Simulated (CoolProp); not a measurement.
Model: reference Helmholtz-energy equation of state, Span 2000, in CoolProp.

### Question
Give the vapour pressure (MPa), vapour density (kg/m³), liquid cp (kJ/(kg K)), liquid conductivity (mW/(m K)) of saturated nitrogen at 87.3 K.

### Answer
```tsv
T (K)	p (MPa)	vapour density (kg/m³)	liquid cp (kJ/(kg K))	liquid conductivity (mW/(m K))
87.3	0.284	12.0	2.11	125
```

Thermal conductivity comes from a separate model (Lemmon 2004).
